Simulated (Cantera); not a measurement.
Input: 1 mol C2F6, 0.051 mol HCl, at 17.0 Pa.

Equilibrium computed with Cantera from the NASA thermochemical tables; the gas is ideal and each condensed phase is pure. Candidate condensed phases: C, C6H6, C7H8, C8H18; 118 gas species. The feed counts by its element totals alone. Rates play no part. All values below are at 2425 °C.

Base state: F 0.863, C3 0.0504, CF 0.0494, C 0.0122, Cl 0.00789, HF 0.00735, C2 0.00482, CF2 0.00397 (mole fractions); condensed: C(graphite).

Q: What changes in the equilibrium state with this change: HCl from 0.051 to 2 mol?

A: 
| species | before | after |
|---|---|---|
| F | 0.863 | 0.453 |
| Cl | 0.00789 | 0.226 |
| HF | 0.00735 | 0.198 |
| H | 0.000537 | 0.0276 |
| CF | 0.0494 | 0.0259 |
| C | 0.0122 | 0.0122 |
| C3 | 0.0504 | 0.0504 |
| H2 | 1.54e-8 | 4.07e-5 |
| HCl | 3.25e-7 | 0.000479 |
| C2H | 1.33e-6 | 6.83e-5 |
| CF2 | 0.00397 | 0.00109 |
| C(graphite), mol | 0.523 | 0.214 |
